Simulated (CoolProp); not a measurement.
Values from CoolProp's reference Helmholtz-energy equation of state, Zhou 2012.

Question: For p-xylene, give the phase and the speed of sound (m/s), Joule-Thomson coefficient (K/MPa), viscosity (µPa s), conductivity (mW/(m K)) at 432.6 K and 0.101 MPa; 525.7 K and 0.101 MPa; 541.2 K and 0.101 MPa.

Answer: 
- 432.6 K and 0.101 MPa: gas; speed of sound 182, Joule-Thomson coefficient 29.7, viscosity 9.18, conductivity 22.6
- 525.7 K and 0.101 MPa: gas; speed of sound 204, Joule-Thomson coefficient 13.1, viscosity 11.2, conductivity 33.0
- 541.2 K and 0.101 MPa: gas; speed of sound 207, Joule-Thomson coefficient 11.7, viscosity 11.5, conductivity 34.8

Viscosity comes from a separate model (Balogun 2015). Thermal conductivity comes from a separate model (Mylona 2014).
